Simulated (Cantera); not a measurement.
A closed system holds: 1 mol C₃H₆, 0.61 mol NH₃, 3.7 mol H₂, equilibrated at 1325 °C.

Method: chemical equilibrium by Gibbs-energy minimisation in Cantera with the NASA 1993 tables (ideal gas, pure condensed phases). Candidate condensed phases: C, C₆H₆, C₇H₈, C₈H₁₈; 92 gas species. Kinetics and transport are ignored.

Task: At 16500 Torr, list the 5 most abundant gas species with their mole fractions, and the condensed phases.

Result: H₂ 0.929, N₂ 0.0394, CH₄ 0.0312, HCN 0.000387, NH₃ 0.000183. Condensed: C(graphite).
